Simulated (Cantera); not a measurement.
## Boron, boron nitride and boron oxide: borazine + O₂ + H₂

A closed system holds: 1 mol borazine, 0.18 mol O₂, 11 mol H₂, equilibrated at 1450 °C and 1.00 Torr.

Method: chemical equilibrium by Gibbs-energy minimisation in Cantera with the NASA 1993 tables (ideal gas, pure condensed phases). Candidate condensed phases: B, BN, B₂O₃, B₃O₃H₃, H₂O; 39 gas species. The feed counts by its element totals alone. The tables' values for BH₂ are old estimates; treat these amounts as uncertain. Equilibrium is a limit: real reactors are often held back by kinetics, nucleation or transport.

```json
{
 "x(H₂)": "0.960",
 "x(HBO)": "0.0193",
 "x(N₂)": "0.0124",
 "x(H)": "0.00489",
 "x(BO)": "0.00192",
 "x(B₂O₂)": "0.00172",
 "x(HBO₂)": "7.70e-5",
 "x(B₂O₃)": "5.38e-5",
 "x(BH₂)": "1.69e-5",
 "n(BN(s))": "2.64 mol",
 "gas_amount": "14.41 mol",
 "log10 activity of B(s) (absent)": "-0.62",
 "log10 activity of B₃O₃H₃(s) (absent)": "-15.29"
}
```
